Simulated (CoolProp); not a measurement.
The numbers come from the reference Helmholtz-energy equation of state, Zhou 2012 in CoolProp.

### Question
For p-xylene, give the phase and the Z, speed of sound (m/s) at 222.75 °C and 0.38 MPa; 222.75 °C and 1.77 MPa.

### Answer
- 222.75 °C and 0.38 MPa: gas; Z 0.909, speed of sound 184
- 222.75 °C and 1.77 MPa: liquid; Z 0.0687, speed of sound 587
